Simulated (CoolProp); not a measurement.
Vapour-liquid equilibrium of propane (1) + neopentane (2) at 33.05 °C; x and y are mole fractions of (1).

Computed with CoolProp (multi-fluid Helmholtz-energy mixture model, Lemmon 2009 and Lemmon 2006; pair parameters Bell 2016).

```json
[
 {"x": "0.05", "bubble pressure, mixture model (bar)": "2.430", "bubble pressure, Raoult's law (bar)": "2.672", "y, mixture model": "0.132", "y, Raoult's law": "0.217"},
 {"x": "0.125", "bubble pressure, mixture model (bar)": "2.779", "bubble pressure, Raoult's law (bar)": "3.379", "y, mixture model": "0.292", "y, Raoult's law": "0.430"},
 {"x": "0.2", "bubble pressure, mixture model (bar)": "3.154", "bubble pressure, Raoult's law (bar)": "4.085", "y, mixture model": "0.423", "y, Raoult's law": "0.569"},
 {"x": "0.275", "bubble pressure, mixture model (bar)": "3.572", "bubble pressure, Raoult's law (bar)": "4.792", "y, mixture model": "0.536", "y, Raoult's law": "0.667"},
 {"x": "0.35", "bubble pressure, mixture model (bar)": "4.050", "bubble pressure, Raoult's law (bar)": "5.498", "y, mixture model": "0.633", "y, Raoult's law": "0.740"},
 {"x": "0.425", "bubble pressure, mixture model (bar)": "4.604", "bubble pressure, Raoult's law (bar)": "6.205", "y, mixture model": "0.716", "y, Raoult's law": "0.796"},
 {"x": "0.5", "bubble pressure, mixture model (bar)": "5.247", "bubble pressure, Raoult's law (bar)": "6.912", "y, mixture model": "0.787", "y, Raoult's law": "0.841"},
 {"x": "0.575", "bubble pressure, mixture model (bar)": "5.990", "bubble pressure, Raoult's law (bar)": "7.618", "y, mixture model": "0.846", "y, Raoult's law": "0.877"},
 {"x": "0.65", "bubble pressure, mixture model (bar)": "6.836", "bubble pressure, Raoult's law (bar)": "8.325", "y, mixture model": "0.893", "y, Raoult's law": "0.907"},
 {"x": "0.725", "bubble pressure, mixture model (bar)": "7.778", "bubble pressure, Raoult's law (bar)": "9.032", "y, mixture model": "0.930", "y, Raoult's law": "0.933"},
 {"x": "0.8", "bubble pressure, mixture model (bar)": "8.799", "bubble pressure, Raoult's law (bar)": "9.738", "y, mixture model": "0.957", "y, Raoult's law": "0.955"},
 {"x": "0.875", "bubble pressure, mixture model (bar)": "9.866", "bubble pressure, Raoult's law (bar)": "10.44", "y, mixture model": "0.978", "y, Raoult's law": "0.974"},
 {"x": "0.95", "bubble pressure, mixture model (bar)": "10.93", "bubble pressure, Raoult's law (bar)": "11.15", "y, mixture model": "0.993", "y, Raoult's law": "0.990"}
]
```

The largest gap from Raoult's law is -26.3 % in bubble pressure, at x = 0.35. No azeotrope shows between x = 0.05 and 0.95.

The pair parameters rest on a limited set of measurements; away from them the model extrapolates.
